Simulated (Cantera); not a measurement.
A perfectly stirred reactor is fed with 3.77 % CH₄, 13.0 % O₂, 83.2 % N₂, at 0.227 atm; it is adiabatic with a 523 K inlet, and is followed from long to short residence time, starting on the burning branch (τ in s: 0.12, 0.055, 0.024, 0.011, 0.0049, 0.0022, 0.00097, 0.00043, 0.00019, 8.6e-05, 3.8e-05, 1.7e-05, 7.7e-06).

Cantera simulation using GRI-Mech 3.0 (53 species, 325 reactions); the numbers are that mechanism's predictions, not measurements.

Problem. Predict: blow-out, bracketed by the residence times tried; x(CH₄) at τ = 0.120 s; x(O₂) at τ = 0.120 s; x(HCN) at τ = 0.120 s; x(CH₂O) at τ = 0.120 s; x(CH₄) at τ = 0.970 ms; x(O₂) at τ = 0.970 ms.

Solution. 
| Item | Result |
|---|---|
| blow-out, bracketed by the residence times tried | burning at 4.90 ms, out at 2.20 ms |
| x(CH₄) at τ = 0.120 s | 4.35e-5 |
| x(O₂) at τ = 0.120 s | 0.0549 |
| x(HCN) at τ = 0.120 s | 1.96e-9 |
| x(CH₂O) at τ = 0.120 s | 3.50e-6 |
| x(CH₄) at τ = 0.970 ms | 0.0377 |
| x(O₂) at τ = 0.970 ms | 0.130 |
